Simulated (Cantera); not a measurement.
A closed system holds: 1 mol FeS, 0.12 mol SO3, 3.1 mol CO2, 0.23 mol SO2, at 0.133 bar.

Equilibrium computed with Cantera from the NASA thermochemical tables; the gas is ideal and each condensed phase is pure. Candidate condensed phases: C, Fe, Fe(CO)5, FeO, FeS, FeSO4, FeS2, Fe2O3, Fe2(SO4)3, Fe3O4, S; 25 gas species. Metal and sulfide melt together well below either melting point, which pure phases cannot show. Mutual solubility and eutectic melting of coexisting phases are not modelled. The tables' stoichiometric FeO is somewhat more stable than real wüstite, so its field is too wide. FeO, FeS: taken at fixed stoichiometry. Gases not in the tables: S3 to S7. The numbers say what is thermodynamically allowed, not how fast it happens.

x: gas mole fraction; n: condensed amount in mol.

| T (°C) | x CO2 | x CO | x SO2 | x S2 | x SO | n FeS(s) | n Fe3O4(s) | n FeO(s) | n FeS(l) | n FeO(l) |
|---|---|---|---|---|---|---|---|---|---|---|
| 902 | 0.863 | 0.0189 | 0.105 | 0.0123 | 0.000104 | 0.889 | 0.0371 | 0 | 0 | 0 |
| 952 | 0.849 | 0.0295 | 0.106 | 0.0146 | 0.000181 | 0.867 | 0.0444 | 0 | 0 | 0 |
| 1002 | 0.830 | 0.0440 | 0.107 | 0.0172 | 0.000303 | 0.839 | 0.0536 | 0 | 0 | 0 |
| 1052 | 0.796 | 0.0643 | 0.113 | 0.0244 | 0.000522 | [?] | 0 | 0.241 | 0 | 0 |
| 1102 | 0.758 | 0.0915 | 0.114 | 0.0331 | 0.000846 | [?] | 0 | 0.321 | 0 | 0 |
| 1152 | 0.712 | 0.124 | 0.116 | 0.0439 | 0.00133 | [?] | 0 | 0.421 | 0 | 0 |
| 1202 | 0.660 | 0.162 | 0.118 | 0.0556 | 0.00201 | 0 | 0 | 0.536 | 0.464 | 0 |
| 1252 | 0.609 | 0.199 | 0.122 | 0.0643 | 0.00293 | 0 | 0 | 0.639 | 0.361 | 0 |
| 1302 | 0.556 | 0.237 | 0.126 | 0.0737 | 0.00417 | 0 | 0 | 0.751 | 0.249 | 0 |
| 1352 | 0.502 | 0.276 | 0.129 | 0.0836 | 0.00580 | 0 | 0 | 0.871 | 0.129 | 0 |
| 1402 | 0.449 | 0.314 | 0.131 | 0.0943 | 0.00787 | 0 | 0 | 0 | 0 | 1.000 |
| 1452 | 0.419 | 0.338 | 0.142 | 0.0864 | 0.0103 | 0 | 0 | 0 | 0 | 1.000 |
| 1502 | 0.391 | 0.361 | 0.152 | 0.0788 | 0.0132 | 0 | 0 | 0 | 0 | 1.000 |

### Question
Some entries are withheld; supply them.

### Answer

- 1052, n FeS(s): 0.759
- 1102, n FeS(s): 0.679
- 1152, n FeS(s): 0.579
